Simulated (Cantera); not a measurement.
Input: 1 mol Si3N4, 0.14 mol O2, 12 mol H2, 0.0032 mol H2O, held at 3.50 mbar.

Method: chemical equilibrium by Gibbs-energy minimisation in Cantera with the NASA 1993 tables (ideal gas, pure condensed phases). Candidate condensed phases: H2O, Si, SiO2, Si2N2O, Si3N4; 35 gas species. Mutual solubility and eutectic melting of coexisting phases are not modelled. Gases not in the tables: Si2H6 and higher silanes. Kinetics and transport are ignored.

Q: Which condensed phases are stable at each of these points (T (°C)): 802, 952, 1102, 1252, 1402, 1552, 1702, 1852?

A: 
| T (°C) | condensed phases | Si condensed (%) |
|---|---|---|
| 802 | Si2N2O(s) + Si3N4(s) | 100.0 |
| 952 | Si2N2O(s) + Si3N4(s) | 100.0 |
| 1102 | Si2N2O(s) + Si3N4(s) | 100.0 |
| 1252 | Si(s) + Si2N2O(s) + Si3N4(s) | 99.8 |
| 1402 | Si(s) | 90.5 |
| 1552 | Si(l) | 89.9 |
| 1702 | Si(l) | 85.6 |
| 1852 | Si(l) | 62.9 |

From 802 °C to 1102 °C the condensed part is Si2N2O(s) + Si3N4(s). At 1252 °C the condensed part is Si(s) + Si2N2O(s) + Si3N4(s). At 1402 °C the condensed part is Si(s). From 1552 °C to 1852 °C the condensed part is Si(l).
